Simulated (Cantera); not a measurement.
An isothermal, constant-pressure homogeneous reactor starts with NO : N2 = 1 : 0.18 (molar parts), at 1825 K and 2300 Pa. Integrator tolerance rtol = 1e-08.

Detailed kinetics in Cantera: GRI-Mech 3.0 (53 species, 325 reactions). Radical loss at walls, strong at low pressure, is not modelled.

Task: What does this change do: temperature 1825 to 1425 K?

Result: 
```csv
quantity,before,after
x(NO) at 20.0 s,0.609 (gas-phase equilibrium 0.00548),0.845 (gas-phase equilibrium 0.00101)
x(N2) at 20.0 s,0.272 (gas-phase equilibrium 0.573),0.153 (gas-phase equilibrium 0.576)
x(O2) at 20.0 s,0.119 (gas-phase equilibrium 0.421),0.000949 (gas-phase equilibrium 0.423)
x(O) at 20.0 s,0.000383 (gas-phase equilibrium 0.000661),8.84e-7 (gas-phase equilibrium 5.99e-6)
x(NO2) at 20.0 s,0.000159 (gas-phase equilibrium 2.80e-6),9.11e-5 (gas-phase equilibrium 1.48e-6)
x(N2O) at 20.0 s,0.000108 (gas-phase equilibrium 4.06e-8),0.000208 (gas-phase equilibrium 8.27e-9)
```

Task: What does this change do: pressure from 2300 Pa to 150000 Pa?

Result: 
```
quantity                                             before                                    after
----------------  -----------------------------------------  ---------------------------------------
x(NO) at 20.0 s       0.609 (gas-phase equilibrium 0.00548)   0.0235 (gas-phase equilibrium 0.00548)
x(N2) at 20.0 s         0.272 (gas-phase equilibrium 0.573)      0.564 (gas-phase equilibrium 0.574)
x(O2) at 20.0 s         0.119 (gas-phase equilibrium 0.421)      0.412 (gas-phase equilibrium 0.421)
x(O) at 20.0 s    0.000383 (gas-phase equilibrium 0.000661)  8.10e-5 (gas-phase equilibrium 8.19e-5)
x(NO2) at 20.0 s   0.000159 (gas-phase equilibrium 2.80e-6)  9.58e-5 (gas-phase equilibrium 2.26e-5)
x(N2O) at 20.0 s   0.000108 (gas-phase equilibrium 4.06e-8)  5.31e-7 (gas-phase equilibrium 3.28e-7)
```
